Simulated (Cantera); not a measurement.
Input (Python, Cantera) and output of one run.

```python
import numpy as np
import cantera as ct

gas_names = [...]  # 92 gases of nasa_gas.yaml made of C, H, N
cond_names = """
    C(gr) C6H6(L) C7H8(L) C8H18(L),n-octa
""".split()


# ... load() reads the species with a 1 bar reference pressure and builds the phases ...
atoms = {
    'n-butane': {'C': 4, 'H': 10},
    'NH3': {'N': 1, 'H': 3},
}
top_T = {'C(gr)': 4500}  # K; cautious upper limits of use, not melting points


# ... equilibrate(T, P, feed) seeds the gas with the atoms and calls Mixture.equilibrate('TP', solver="vcs", rtol=1e-11, max_steps=5000) ...
results = []
feed = {'n-butane': 1, 'NH3': 0.27}  # mol
T = 2875  # K
P = 100000  # Pa
mix = equilibrate(T, P, feed)
results.append((T, P, feed, dict(zip(mix.species_names, mix.species_moles))))
print(gas.report(threshold=1e-05))
for i in range(1, mix.n_phases):
    print(f"{mix.phase(i).name:16s} {mix.phase_moles(i):12.5e} mol")
```

Result:

```
       temperature   2875 K
          pressure   1e+05 Pa
           density   0.015332 kg/m^3
  mean mol. weight   3.6651 kg/kmol
   phase of matter   gas

                          1 kg             1 kmol
                     ---------------   ---------------
          enthalpy        3.2481e+07        1.1904e+08  J
   internal energy        2.5959e+07         9.514e+07  J
           entropy             57751        2.1166e+05  J/K
    Gibbs function       -1.3355e+08       -4.8949e+08  J
 heat capacity c_p             10235             37513  J/K
 heat capacity c_v            7966.7             29198  J/K

                      mass frac. Y      mole frac. X     chem. pot. / RT
                     ---------------   ---------------   ---------------
                 C        4.7994e-05        1.4645e-05           -3.5954
               CH2        0.00011899         3.109e-05           -24.475
               CH3        0.00048435        0.00011807           -34.915
               CH4         0.0002722        6.2185e-05           -45.355
                CN         0.0012591        0.00017736           -19.869
               C2H         0.0040016        0.00058594           -17.631
    C2H2,acetylene           0.25206          0.035479            -28.07
   C2H2,vinylidene        0.00058791        8.2753e-05            -28.07
                C3        0.00076187        7.7493e-05           -10.786
    C3H3,propargyl        0.00013111        1.2303e-05           -42.106
              C4H2         0.0085996        0.00062961           -35.261
              C6H2        0.00023894        1.1821e-05           -42.452
                 H          0.026562          0.096581            -10.44
               HCN           0.12378          0.016786           -30.308
               HNC          0.021065         0.0028567           -30.308
                H2            0.4583           0.83319            -20.88
                N2           0.10138          0.013264           -32.546
     [  +75 minor]         0.0003475        4.3288e-05

C(gr)             3.44516e+00 mol
```

These are equilibrium values from Cantera (NASA tables, ideal gas, pure condensed phases), not measurements of a reactor.
